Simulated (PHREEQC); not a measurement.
0.019 g of hydrous ferric oxide (600 m²/g; 0.2 weak and 0.005 strong sites per Fe, Dzombak-Morel constants, diffuse double layer) in 1 kg of water with 0.005 mol/kgw of an inert sodium salt and 0.00013 mmol/kgw NaF and 0.011 mmol/kgw BaCl2, at 25 °C; the pH is set by adding NaOH or the inert anion's acid. Oxygen alone is held at its pressure in air (log pO2 = -0.68). CO2 from the air is kept out. Precipitation was switched off in this run.

Equilibrium calculation in PHREEQC: ion-association model, wateq4f.dat.

**Question.** Predict F sorbed (%) at pH = 4.5, 5.5, 6.

**Answer.** 
```
pH   F sorbed (%)
---  ------------
4.5          55.5
5.5          21.9
6            10.2
```

Species that the database lacks are ignored. The oxide is taken as insoluble; below pH 4 it would dissolve.
